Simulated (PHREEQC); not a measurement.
0.02 g of hydrous ferric oxide (600 m²/g; 0.2 weak and 0.005 strong sites per Fe, Dzombak-Morel constants, diffuse double layer) in 1 kg of water with 0.1 mol/kgw of an inert sodium salt and 1.4e-07 mol/kgw CuSO4 and 4.6e-07 mol/kgw Na2HAsO4, at 25 °C; the pH is set by adding NaOH or the inert anion's acid. O2 is buffered at 0.21 atm. No CO2 enters from the air. Nothing may precipitate in this run.

Computed with PHREEQC (ion-association model, wateq4f.dat).

```csv
pH,S sorbed (%),Cu sorbed (%),As sorbed (%),surface charge σ (C/m²)
4,80.2,0.2,100.0,0.314
4.67,64.7,3.2,100.0,___
5.33,33.5,___,100.0,0.173
6,8.2,87.1,100.0,0.108
6.67,1.1,98.8,100.0,0.060
7.33,0.1,99.7,99.9,0.027
8,0.0,99.7,99.3,0.002
8.67,0.0,99.6,94.4,-0.022
9.33,0.0,99.4,70.4,-0.052
10,0.0,98.9,29.6,-0.094
10.67,0.0,97.5,7.3,-0.153
11.33,0.0,92.4,1.3,___
12,0.0,64.5,0.2,-0.305
```

### Question
Fill in the missing entries.

### Answer

- 4.67, surface charge σ (C/m²): 0.248
- 5.33, Cu sorbed (%): 32.4
- 11.33, surface charge σ (C/m²): -0.228

Complexes and solids missing from the database can't appear. The database has no arsenate complexes of Cu. The database's constant for dissolved Cu(OH)2 is higher than later reviews accept.
